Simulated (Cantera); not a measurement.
A freely propagating, adiabatic, planar premixed flame of CH4 : CO : O2 : N2 : H2O = 1 : 0.32 : 3.22 : 12.1 : 4.8 (molar parts), equivalence ratio 0.67, unburnt at 675 K and 3750 Torr; mixture-averaged transport, grid criteria slope 0.08 and curve 0.16, no radiation.

Model: GRI-Mech 3.0 (53 species, 325 reactions), integrated in Cantera. Burning velocities carry a grid error of a few per cent, more on coarse grids.

### Question
Predict: laminar burning velocity; thermal thickness; peak x(H2); peak x(CH2CO); peak x(C2H6).

### Answer
```json
{
  "laminar_burning_velocity": "16.0 cm/s",
  "thermal_thickness": "0.379 mm",
  "peak x(H2)": "0.00230",
  "peak x(CH2CO)": "8.88e-5",
  "peak x(C2H6)": "0.000224"
}
```
